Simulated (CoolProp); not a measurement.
Properties of octamethyltrisiloxane (MDM) along the isotherm 575 K.

Computed with CoolProp (reference Helmholtz-energy equation of state, Thol 2017).

```tsv
p (kPa)	phase	density (kg/m³)	cv (kJ/(kg K))	Joule-Thomson coefficient (K/MPa)
479	gas	26.75	2.075	(withheld)
958	gas	63.97	2.101	13.98
1440	supercritical	(withheld)	2.152	25.79
1920	supercritical	380.6	2.159	(withheld)
2400	supercritical	427.5	(withheld)	(withheld)
2880	supercritical	451.7	2.136	1.961
3350	supercritical	468.3	2.132	1.416
3830	supercritical	(withheld)	2.129	1.080
4310	supercritical	492.4	2.126	0.8536
4790	supercritical	(withheld)	2.124	0.6893
5270	supercritical	509.8	2.123	0.5639
5750	supercritical	517.1	2.122	(withheld)
6230	supercritical	523.7	2.121	0.3842
6710	supercritical	529.7	2.120	0.3172
7190	supercritical	535.3	2.119	0.2605
```

Task: Complete the blanks.

Result: 
- 479, Joule-Thomson coefficient (K/MPa): 10.11
- 1440, density (kg/m³): 139.0
- 1920, Joule-Thomson coefficient (K/MPa): 7.293
- 2400, cv (kJ/(kg K)): 2.144
- 2400, Joule-Thomson coefficient (K/MPa): 3.104
- 3830, density (kg/m³): 481.5
- 4790, density (kg/m³): 501.7
- 5750, Joule-Thomson coefficient (K/MPa): 0.4648
